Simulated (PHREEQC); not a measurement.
PHREEQC input (Pitzer model, pitzer.dat):

```
SOLUTION 1
  temp 60
  units mol/kgw
  pH 7 charge
  S(6) 0.058
  Na 0.3909
  Cl 0.27
END
USE solution 1
INCREMENTAL_REACTIONS false
REACTION 1
  H2O -1
  0 9.886 18.011 24.689 30.178 34.689 38.397 41.444
  43.949 46.007 47.699 49.089 50.232 51.172 51.944 52.578
  53.1 53.528 53.88 54.17 54.408 54.603 54.764 54.896
  55.005 55.094 55.168 55.228 moles
EQUILIBRIUM_PHASES 1
  Halite 0 0
  Mirabilite 0 0
  Thenardite 0 0
SELECTED_OUTPUT 1
  -reset false
  -pH true
  -pe true
  -ionic_strength true
  -water true
  -activities H2O
  -totals Cl Na S
  -molalities H+ Na+ Cl- SO4-2 OH- HSO4-
  -equilibrium_phases Halite Mirabilite Thenardite
PRINT
  -reset false
END
```

Selected output (columns that matter, 21 of 28 rows; water left (kg) added in front):

```
water left (kg)	pH	mu	Cl	Na	S	m_H+	m_Na+	m_Cl-	m_SO4-2	m_OH-	la_H2O	Halite	Thenardite
1	10.509	0.4489	0.27	0.3909	0.058	4.6143e-11	0.3909	0.27	0.058	0.0049	-0.0049686	0	0
0.821894	10.584	0.54618	0.32851	0.47561	0.070569	3.9124e-11	0.47561	0.32851	0.070569	0.0059618	-0.0060358	0	0
0.555203	10.734	0.80853	0.48631	0.70407	0.10447	2.7699e-11	0.70407	0.48631	0.10447	0.0088256	-0.0089357	0	0
0.456313	10.809	0.98375	0.5917	0.85665	0.12711	2.3044e-11	0.85665	0.5917	0.12711	0.010738	-0.010896	0	0
0.375043	10.885	1.1969	0.71992	1.0423	0.15465	1.8968e-11	1.0423	0.71992	0.15465	0.013065	-0.013312	0	0
0.253345	11.038	1.7719	1.0657	1.543	0.22894	1.2283e-11	1.543	1.0657	0.22894	0.019341	-0.020032	0	0
0.208215	11.115	2.1559	1.2967	1.8774	0.27856	9.5791e-12	1.8774	1.2967	0.27856	0.023533	-0.024707	0	0
0.171138	11.194	2.623	1.5777	2.2841	0.33891	7.2632e-12	2.2841	1.5777	0.33891	0.028632	-0.030614	0	0
0.115613	11.352	3.8828	2.3354	3.3811	0.50168	3.7256e-12	3.3811	2.3354	0.50168	0.042383	-0.047836	0	0
0.0950203	11.431	4.7242	2.8415	4.1139	0.6104	2.4754e-12	4.1139	2.8415	0.6104	0.051568	-0.060406	0	0
0.0641769	11.578	6.8025	4.2071	5.9628	0.83968	9.0405e-13	5.9628	4.2071	0.83968	0.076351	-0.096802	0	0.0041117
0.0527548	11.642	7.0296	5.118	6.4233	0.60622	5.3898e-13	6.4233	5.118	0.60622	0.092883	-0.11364	0	0.026019
0.0433504	11.707	7.4207	5.9729	6.9758	0.44495	3.2779e-13	6.9758	5.9729	0.44495	0.11303	-0.13187	0.011074	0.038711
0.0292979	11.883	7.4495	5.9527	7.0063	0.4432	2.2163e-13	7.0063	5.9527	0.4432	0.16725	-0.13231	0.095599	0.045015
0.0240733	11.972	7.4688	5.9392	7.0268	0.44203	1.8216e-13	7.0268	5.9392	0.44203	0.20355	-0.13261	0.12702	0.047359
0.0197855	12.061	7.4923	5.9228	7.0517	0.44061	1.4976e-13	7.0517	5.9228	0.44061	0.24766	-0.13297	0.15281	0.049282
0.0133718	12.243	7.556	5.8791	7.1192	0.43683	1.0127e-13	7.1192	5.8791	0.43683	0.36644	-0.13397	0.19139	0.052159
0.0109937	12.336	7.5987	5.85	7.1644	0.43434	8.3285e-14	7.1644	5.85	0.43434	0.44571	-0.13466	0.20569	0.053225
0.00902992	12.431	7.6513	5.8147	7.22	0.43131	6.8421e-14	7.22	5.8147	0.43131	0.54264	-0.13551	0.21749	0.054105
0.00609331	12.629	7.7947	5.7206	7.3714	0.42331	4.6154e-14	7.3714	5.7206	0.42331	0.80416	-0.13791	0.23514	0.055421
0.00501235	12.731	7.8911	5.6591	7.473	0.41813	3.7933e-14	7.473	5.6591	0.41813	0.97758	-0.13958	0.24163	0.055904
```

Species that the database lacks are ignored. Away from 25 °C the constants follow the database's enthalpies or fits; those with neither stay at their 25 °C values.
